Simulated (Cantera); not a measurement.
Input (Python, Cantera):

```python
import numpy as np
import cantera as ct

gas = ct.Solution("gri30.yaml")
gas.TPX = 375, 101325, {'CH4': 1, 'CO': 0.2, 'O2': 1.31, 'N2': 5.78}
inlet = ct.Reservoir(gas, clone=True)
gas.equilibrate("HP")  # start burning
reactor = ct.IdealGasConstPressureReactor(gas, energy="on", clone=False)
exhaust = ct.Reservoir(gas, clone=True)
tau = [0.21, 0.078, 0.029, 0.011, 0.0041, 0.0016, 0.00059, 0.00022, 8.3e-05, 3.1e-05][0]
for a, b in ((inlet, reactor), (reactor, exhaust)):
    ct.MassFlowController(a, b, mdot=lambda t: reactor.mass / tau)
net = ct.ReactorNet([reactor])
show = ['CH4', 'CO', 'O2', 'C2H6', 'CH3']

rows = []
print(f"{'tau/s':>10s}{'T/K':>9s}" + "".join(f"{s:>11s}" for s in show))
for tau in [0.21, 0.078, 0.029, 0.011, 0.0041, 0.0016, 0.00059, 0.00022, 8.3e-05, 3.1e-05]:
    net.initial_time = 0.0
    net.advance(30 * tau)
    before = gas.X
    net.advance(40 * tau)
    drift = np.max(np.abs(gas.X - before) / (gas.X + 1e-9))
    rows.append([gas.T, *gas[show].X, drift])
    print(f"{tau:10.3e}{gas.T:9.1f}" + "".join(f"{x:11.3e}" for x in gas[show].X))
```

Result:

```
     tau/s      T/K        CH4         CO         O2       C2H6        CH3
 2.100e-01   1806.4  3.688e-03  8.242e-02  3.916e-04  3.002e-06  1.721e-04
 7.800e-02   1806.7  4.551e-03  7.998e-02  8.245e-04  7.005e-06  2.759e-04
 2.900e-02   1800.5  5.358e-03  7.868e-02  1.672e-03  1.576e-05  4.278e-04
 1.100e-02   1783.7  6.302e-03  7.880e-02  3.345e-03  3.540e-05  6.397e-04
 4.100e-03   1739.7  8.264e-03  8.069e-02  7.540e-03  9.583e-05  9.319e-04
 1.600e-03    375.0  1.206e-01  2.413e-02  1.580e-01  3.344e-17  3.901e-21
 5.900e-04    375.0  1.206e-01  2.413e-02  1.580e-01  1.801e-20  2.107e-24
 2.200e-04    375.0  1.206e-01  2.413e-02  1.580e-01  1.138e-21  1.339e-25
 8.300e-05    375.0  1.206e-01  2.413e-02  1.580e-01  7.188e-23  8.593e-27
 3.100e-05    375.0  1.206e-01  2.413e-02  1.580e-01  4.540e-24  5.629e-28
```

Cantera simulation using GRI-Mech 3.0 (53 species, 325 reactions); the numbers are that mechanism's predictions, not measurements.
